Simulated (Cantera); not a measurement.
Feed: 1 mol SiCl4, 0.12 mol HCl, 65 mol H2, held at 4.50 mbar.

Equilibrium computed with Cantera from the NASA thermochemical tables; the gas is ideal and each condensed phase is pure. Candidate condensed phases: Si; 19 gas species. The tables' values for SiCl3 are old estimates; treat these amounts as uncertain. Rates play no part. All values below are at 1175 °C.

Base state: H2 0.946, HCl 0.0468, SiCl2 0.00714, H 0.000134, SiCl3 8.12e-5 (mole fractions); condensed: Si(s).

Question: What changes in the equilibrium state with this change: H2 from 65 to 27 mol?

Answer: 
```
species      before     after
----------  -------  --------
H2            0.946     0.886
HCl          0.0468    0.0869
SiCl2       0.00714    0.0263
SiCl4       3.40e-6   4.60e-5
SiCl3       8.12e-5  0.000574
Si(s), mol    0.515     0.216
```

Question: What changes in the equilibrium state with this change: pressure from 4.50 mbar to 1.20 bar?

Answer: 
```tsv
species	before	after
H2	0.946	0.950
HCl	0.0468	0.0415
SiCl2	0.00714	0.00558
SiH3Cl	1.22e-7	2.89e-5
SiH2Cl2	1.57e-6	0.000328
SiHCl3	5.87e-6	0.00108
SiCl4	3.40e-6	0.000553
Si(s), mol	0.515	0.432
```
